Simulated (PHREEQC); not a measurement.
Consider water at 20 °C and 300 atm with 0.048 mol KHSO4 per kg of water. It is in equilibrium with CO2 at log p = -3.5 (atm). Otherwise closed; pH follows from the charge balance.

The numbers come from PHREEQC with the ion-association model, phreeqc.dat.

No solid was allowed to form.

Q: Predict the pH.

A: pH 1.62.

Q: In which forms is K present?

A: K+ 95 %, KSO4- 5.2 % of the K.

Complexes and solids missing from the database can't appear. Under pressure, the constants of complexes without a molar volume in the database are unreliable.
